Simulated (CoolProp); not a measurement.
Saturated liquid density (kg/m³) of fluoroethane (R161): the reference equation beside estimates from Tc = 375.2 K, pc = 5.010 MPa, ω = 0.216. Rackett uses Z = 0.29056 − 0.08775 ω.

Model: reference Helmholtz-energy equation of state, Wu 2012, in CoolProp.

```tsv
T (K)	reference	Rackett	van der Waals	Redlich-Kwong	Peng-Robinson
227	829.8	772.2	474.1	697.5	807.0
231.3	823.8	765.7	470.3	691.0	800.5
235.7	817.6	759.1	466.4	684.1	(withheld)
240.1	811.3	752.3	462.4	677.1	786.7
244.5	804.8	745.4	458.3	(withheld)	779.5
248.9	798.2	738.5	454.1	662.7	772.1
253.2	(withheld)	731.6	450.0	655.4	764.6
257.6	784.8	724.4	445.6	647.7	756.7
262	777.8	717.1	(withheld)	639.8	748.5
266.4	770.5	709.6	436.6	631.8	740.1
270.7	763.3	702.2	432.1	623.7	731.5
275.1	755.6	694.5	427.4	615.2	722.5
279.5	747.7	686.7	422.5	606.5	713.1
283.9	739.6	678.6	(withheld)	597.5	703.4
```

**Question.** Fill in the missing entries.

**Answer.** 
- 235.7, Peng-Robinson: 793.7
- 244.5, Redlich-Kwong: 670.0
- 253.2, reference: 791.7
- 262, van der Waals: 441.2
- 283.9, van der Waals: 417.5

Absolute difference from the reference over all 14 rows, mean and median: Rackett 7.6 and 7.6 %, van der Waals 43.2 and 43.2 %, Redlich-Kwong 17.4 and 17.3 %, Peng-Robinson 3.6 and 3.5 %.
